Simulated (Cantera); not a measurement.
Input: 1 mol SiH₄, 7.6 mol NH₃, 0.48 mol N₂, held at 6.90e-5 bar.

Method: chemical equilibrium by Gibbs-energy minimisation in Cantera with the NASA 1993 tables (ideal gas, pure condensed phases). Candidate condensed phases: Si, Si₃N₄; 18 gas species. The tables' values for SiN are old estimates; treat these amounts as uncertain. Gases not in the tables: Si₂H₆ and higher silanes. Rates play no part.

x: gas mole fraction; n: condensed amount in mol.

```json
[
 {"T (°C)": "800", "x H₂": "0.788", "x N₂": "0.212", "x H": "1.50e-6", "x Si": "<1e-12", "x SiH": "<1e-12", "n Si₃N₄(s)": "0.333", "n Si(s)": "0", "n Si(l)": "0"},
 {"T (°C)": "850", "x H₂": "0.788", "x N₂": "0.212", "x H": "4.55e-6", "x Si": "2.65e-12", "x SiH": "<1e-12", "n Si₃N₄(s)": "0.333", "n Si(s)": "0", "n Si(l)": "0"},
 {"T (°C)": "900", "x H₂": "0.788", "x N₂": "0.212", "x H": "(withheld)", "x Si": "(withheld)", "x SiH": "(withheld)", "n Si₃N₄(s)": "0.333", "n Si(s)": "0", "n Si(l)": "0"},
 {"T (°C)": "950", "x H₂": "0.788", "x N₂": "0.212", "x H": "3.21e-5", "x Si": "1.16e-9", "x SiH": "1.11e-10", "n Si₃N₄(s)": "0.333", "n Si(s)": "0", "n Si(l)": "0"},
 {"T (°C)": "1000", "x H₂": "0.788", "x N₂": "0.212", "x H": "7.62e-5", "x Si": "1.69e-8", "x SiH": "1.20e-9", "n Si₃N₄(s)": "0.333", "n Si(s)": "0", "n Si(l)": "0"},
 {"T (°C)": "1050", "x H₂": "0.787", "x N₂": "0.212", "x H": "0.000169", "x Si": "2.01e-7", "x SiH": "1.08e-8", "n Si₃N₄(s)": "0.333", "n Si(s)": "0", "n Si(l)": "0"},
 {"T (°C)": "1100", "x H₂": "0.787", "x N₂": "0.212", "x H": "0.000356", "x Si": "1.98e-6", "x SiH": "8.31e-8", "n Si₃N₄(s)": "0.333", "n Si(s)": "0", "n Si(l)": "0"},
 {"T (°C)": "1150", "x H₂": "0.787", "x N₂": "0.212", "x H": "0.000709", "x Si": "1.67e-5", "x SiH": "5.51e-7", "n Si₃N₄(s)": "0.333", "n Si(s)": "0", "n Si(l)": "0"},
 {"T (°C)": "1200", "x H₂": "0.757", "x N₂": "0.242", "x H": "0.00132", "x Si": "7.93e-5", "x SiH": "2.06e-6", "n Si₃N₄(s)": "0", "n Si(s)": "0.999", "n Si(l)": "0"},
 {"T (°C)": "1250", "x H₂": "0.756", "x N₂": "0.242", "x H": "0.00242", "x Si": "0.000261", "x SiH": "5.51e-6", "n Si₃N₄(s)": "0", "n Si(s)": "0.995", "n Si(l)": "0"},
 {"T (°C)": "1300", "x H₂": "0.754", "x N₂": "0.241", "x H": "(withheld)", "x Si": "(withheld)", "x SiH": "(withheld)", "n Si₃N₄(s)": "0", "n Si(s)": "0.985", "n Si(l)": "0"},
 {"T (°C)": "1350", "x H₂": "0.750", "x N₂": "0.241", "x H": "0.00721", "x Si": "0.00227", "x SiH": "3.27e-5", "n Si₃N₄(s)": "0", "n Si(s)": "0.958", "n Si(l)": "0"},
 {"T (°C)": "1400", "x H₂": "0.743", "x N₂": "0.239", "x H": "0.0118", "x Si": "0.00605", "x SiH": "7.33e-5", "n Si₃N₄(s)": "0", "n Si(s)": "0.888", "n Si(l)": "0"},
 {"T (°C)": "1450", "x H₂": "0.730", "x N₂": "0.236", "x H": "0.0188", "x Si": "0.0143", "x SiH": "0.000146", "n Si₃N₄(s)": "0", "n Si(s)": "0", "n Si(l)": "0.733"}
]
```

Problem. Complete the blanks.

Solution. 
- 1300, x H: 0.00425
- 1300, x Si: 0.000797
- 1300, x SiH: 1.38e-5
- 900, x H: 1.26e-5
- 900, x Si: 6.31e-11
- 900, x SiH: 8.33e-12
